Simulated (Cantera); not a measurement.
Input (Python, Cantera) and output of one run.

```python
import numpy as np
import cantera as ct

gas_names = [...]  # 109 gases of nasa_gas.yaml made of C, Cl, H, Si
cond_names = """
    C(gr) C6H6(L) C7H8(L) C8H18(L),n-octa Si(cr) Si(L) SiC(b)
""".split()


# ... load() reads the species with a 1 bar reference pressure and builds the phases ...
atoms = {
    '(CH3)2SiCl2': {'C': 2, 'H': 6, 'Si': 1, 'CL': 2},
    'C2H4': {'C': 2, 'H': 4},
    'H2': {'H': 2},
}
top_T = {'C(gr)': 4500, 'SiC(b)': 3050}  # K; cautious upper limits of use, not melting points


# ... equilibrate(T, P, feed) seeds the gas with the atoms and calls Mixture.equilibrate('TP', solver="vcs", rtol=1e-11, max_steps=5000) ...
results = []
feed = {'(CH3)2SiCl2': 1, 'C2H4': 0.38, 'H2': 7.7}  # mol
P = 320  # Pa
for T in [1475, 1550, 1625, 1700, 1775, 1850, 1925, 2000, 2075, 2150, 2225, 2300, 2375, 2450]:
    mix = equilibrate(T, P, feed)
    results.append((T, P, feed, dict(zip(mix.species_names, mix.species_moles))))
    x = sorted(zip(gas.X, gas.species_names), reverse=True)
    print(f"T = {T:g} K  P = {P:g} Pa  gas = {mix.phase_moles(0):.4g} mol")
    print("   x: " + "  ".join(f"{s} {v:.3e}" for v, s in x if v > 0.001))
    print("   condensed (mol): " + ("  ".join(f"{mix.phase(i).name} {mix.phase_moles(i):.4g}"
          for i in range(1, mix.n_phases) if mix.phase_moles(i) > 1e-12) or "none"))
```

Result:

```
T = 1475 K  P = 320 Pa  gas = 12.46 mol
   x: H2 8.400e-01  HCL 1.591e-01
   condensed (mol): C(gr) 1.768  SiC(b) 0.9919
T = 1550 K  P = 320 Pa  gas = 12.46 mol
   x: H2 8.399e-01  HCL 1.586e-01
   condensed (mol): C(gr) 1.771  SiC(b) 0.9888
T = 1625 K  P = 320 Pa  gas = 12.47 mol
   x: H2 8.396e-01  HCL 1.578e-01  SiCL2 1.188e-03  H 1.143e-03
   condensed (mol): C(gr) 1.774  SiC(b) 0.985
T = 1700 K  P = 320 Pa  gas = 12.48 mol
   x: H2 8.388e-01  HCL 1.568e-01  H 2.386e-03  SiCL2 1.557e-03
   condensed (mol): C(gr) 1.778  SiC(b) 0.9803
T = 1775 K  P = 320 Pa  gas = 12.49 mol
   x: H2 8.371e-01  HCL 1.554e-01  H 4.681e-03  SiCL2 1.982e-03
   condensed (mol): C(gr) 1.782  SiC(b) 0.9747
T = 1850 K  P = 320 Pa  gas = 12.52 mol
   x: H2 8.338e-01  HCL 1.535e-01  H 8.696e-03  SiCL2 2.456e-03  CL 1.217e-03
   condensed (mol): C(gr) 1.787  SiC(b) 0.9678
T = 1925 K  P = 320 Pa  gas = 12.57 mol
   x: H2 8.279e-01  HCL 1.509e-01  H 1.538e-02  SiCL2 2.964e-03  CL 2.108e-03
   condensed (mol): C(gr) 1.792  SiC(b) 0.9583
T = 2000 K  P = 320 Pa  gas = 12.66 mol
   x: H2 8.180e-01  HCL 1.473e-01  H 2.600e-02  CL 3.487e-03  SiCL2 3.484e-03
   condensed (mol): C(gr) 1.801  SiC(b) 0.9425
T = 2075 K  P = 320 Pa  gas = 12.8 mol
   x: H2 8.020e-01  HCL 1.423e-01  H 4.217e-02  CL 5.522e-03  SiCL2 3.978e-03  Si 2.280e-03
   condensed (mol): C(gr) 1.821  SiC(b) 0.9094
T = 2150 K  P = 320 Pa  gas = 13.04 mol
   x: H2 7.764e-01  HCL 1.353e-01  H 6.569e-02  CL 8.375e-03  Si 6.440e-03  SiCL2 4.394e-03  C2H2,acetylene 1.504e-03
   condensed (mol): C(gr) 1.873  SiC(b) 0.8301
T = 2225 K  P = 320 Pa  gas = 13.48 mol
   x: H2 7.357e-01  HCL 1.253e-01  H 9.821e-02  Si 1.694e-02  CL 1.214e-02  SiCL2 4.648e-03  C2H2,acetylene 2.158e-03  SiC2 1.788e-03  SiCL 1.569e-03  Si2C 1.082e-03
   condensed (mol): C(gr) 2.01  SiC(b) 0.6283
T = 2300 K  P = 320 Pa  gas = 14.34 mol
   x: H2 6.703e-01  H 1.401e-01  HCL 1.108e-01  Si 4.181e-02  CL 1.668e-02  SiC2 5.772e-03  SiCL2 4.613e-03  Si2C 3.398e-03  C2H2,acetylene 2.897e-03  SiCL 2.702e-03
   condensed (mol): C(gr) 2.36  SiC(b) 0.1007
T = 2375 K  P = 320 Pa  gas = 15 mol
   x: H2 6.109e-01  H 1.949e-01  HCL 1.027e-01  Si 4.777e-02  CL 2.342e-02  SiC2 8.469e-03  C2H2,acetylene 3.794e-03  SiCL2 2.439e-03  Si2C 2.384e-03  SiCL 2.297e-03
   condensed (mol): C(gr) 2.352
T = 2450 K  P = 320 Pa  gas = 15.72 mol
   x: H2 5.467e-01  H 2.626e-01  HCL 9.200e-02  Si 4.704e-02  CL 3.137e-02  SiC2 1.053e-02  C2H2,acetylene 4.769e-03  SiCL 1.668e-03  Si2C 1.289e-03  SiCL2 1.104e-03
   condensed (mol): C(gr) 2.248
```

These are equilibrium values from Cantera (NASA tables, ideal gas, pure condensed phases), not measurements of a reactor. The feed counts by its element totals alone. The tables' values for SiCl, SiCl3 are old estimates; treat these amounts as uncertain. Gases not in the tables: Si2H6 and higher silanes.
